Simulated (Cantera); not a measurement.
Input: 1 mol n-butane, 0.26 mol H₂O, equilibrated at 1002 °C and 97.0 Pa.

These are equilibrium values from Cantera (NASA tables, ideal gas, pure condensed phases), not measurements of a reactor. Candidate condensed phases: C, C₆H₆, C₇H₈, C₈H₁₈, H₂O; 110 gas species. Rates play no part.

Base state: H₂ 0.953, CO 0.0471, H 2.31e-5 (mole fractions); condensed: C(graphite).

Task: What changes in the equilibrium state with this change: n-butane replaced by C₂H₅OH?

Result: 
```
species            before    after
----------------  -------  -------
H₂                  0.953    0.721
CO                 0.0471    0.279
H                 2.31e-5  2.01e-5
C(graphite), mol     3.74    0.740
```

Task: What changes in the equilibrium state with this change: H₂O from 0.26 to 1.1 mol?

Result: 
```
species            before    after
----------------  -------  -------
H₂                  0.953    0.847
CO                 0.0471    0.153
H                 2.31e-5  2.18e-5
C(graphite), mol     3.74     2.90
```
